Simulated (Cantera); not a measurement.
Input: 1 mol SiCl4, 0.016 mol Cl2, a varied amount of N2, 0.021 mol HCl, equilibrated at 973 K and 0.133 bar.

Equilibrium computed with Cantera from the NASA thermochemical tables; the gas is ideal and each condensed phase is pure. Candidate condensed phases: NH4Cl, Si, Si3N4; 28 gas species. The numbers say what is thermodynamically allowed, not how fast it happens.

x: gas mole fraction; nothing condenses.

```csv
n(N2) (mol),x N2,x SiCl4,x HCl,x Cl2,x Cl,x SiCl3
7.8,0.883,0.113,0.00238,0.00180,2.98e-5,1.99e-9
14,0.931,0.0665,0.00140,0.00105,2.28e-5,1.52e-9
20,0.951,0.0475,0.000998,0.000751,1.93e-5,1.29e-9
27,0.963,0.0357,0.000749,0.000562,1.67e-5,1.12e-9
33,0.970,[?],[?],[?],[?],1.02e-9
40,0.975,0.0244,0.000512,0.000383,1.38e-5,9.26e-10
46,0.978,0.0213,0.000446,0.000334,1.28e-5,8.66e-10
52,0.980,[?],[?],[?],1.21e-5,8.16e-10
59,0.983,0.0167,0.000350,0.000261,1.13e-5,7.67e-10
65,0.984,0.0151,0.000318,0.000237,1.08e-5,7.32e-10
71,0.986,0.0139,0.000292,0.000217,1.03e-5,7.01e-10
```

Q: Complete the blanks.

A: 
- 52, x SiCl4: 0.0189
- 52, x HCl: 0.000396
- 52, x Cl2: 0.000296
- 33, x SiCl4: 0.0294
- 33, x HCl: 0.000617
- 33, x Cl2: 0.000463
- 33, x Cl: 1.51e-5
